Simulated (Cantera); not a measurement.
Feed: 1 mol SiHCl3, 0.23 mol Cl2, a varied amount of N2, equilibrated at 700 °C and 0.00800 bar.

These are equilibrium values from Cantera (NASA tables, ideal gas, pure condensed phases), not measurements of a reactor. Candidate condensed phases: NH4Cl, Si, Si3N4; 28 gas species. N2 is the only nitrogen source here; it is nearly inert below about 1500 K, so the nitride shown seldom forms there in practice. The tables' values for SiCl3 are old estimates; treat these amounts as uncertain. Rates play no part.

x: gas mole fraction; n: condensed amount in mol.

```csv
n(N2) (mol),x N2,x HCl,x SiCl4,x H2,x SiHCl3,x SiCl3,n Si3N4(s)
3.5,0.677,0.164,0.138,0.0213,0.000101,9.39e-5,0.111
5.3,0.764,0.123,0.0993,0.0137,6.19e-5,7.21e-5,0.113
8.2,0.835,(withheld),(withheld),(withheld),(withheld),5.37e-5,0.115
13,0.890,0.0604,0.0451,0.00463,1.94e-5,3.89e-5,0.117
19,0.922,0.0435,0.0316,0.00283,1.16e-5,2.96e-5,0.119
30,0.949,0.0288,0.0204,0.00154,6.10e-6,2.12e-5,0.120
45,0.966,0.0198,0.0137,0.000880,3.42e-6,1.57e-5,0.121
70,0.978,(withheld),(withheld),(withheld),(withheld),1.13e-5,0.123
110,0.986,0.00848,0.00564,0.000249,9.32e-7,8.04e-6,0.124
160,0.990,0.00591,0.00388,0.000146,5.38e-7,6.06e-6,0.124
```

Question: Some entries are withheld; supply them.

Answer: 
- 70, x HCl: 0.0131
- 70, x SiCl4: 0.00885
- 70, x H2: 0.000474
- 70, x SiHCl3: 1.80e-6
- 8.2, x HCl: 0.0883
- 8.2, x SiCl4: 0.0685
- 8.2, x H2: 0.00821
- 8.2, x SiHCl3: 3.58e-5
